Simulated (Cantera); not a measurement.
A freely propagating, adiabatic, planar premixed flame of 6.16 % CH4, 0.259 % C2H6, 19.5 % O2, 73.3 % N2, 0.862 % H2, equivalence ratio 0.70, unburnt at 375 K and 1000000 Pa; mixture-averaged transport, grid criteria slope 0.08 and curve 0.16, no radiation.

Model: GRI-Mech 3.0 (53 species, 325 reactions), integrated in Cantera. Burning velocities carry a grid error of a few per cent, more on coarse grids.

Task: Predict: laminar burning velocity; thermal thickness; peak x(H2O2); peak x(C2H).

Result: 
- laminar burning velocity: 10.5 cm/s
- thermal thickness: 0.148 mm
- peak x(H2O2): 9.22e-5
- peak x(C2H): 1.30e-8
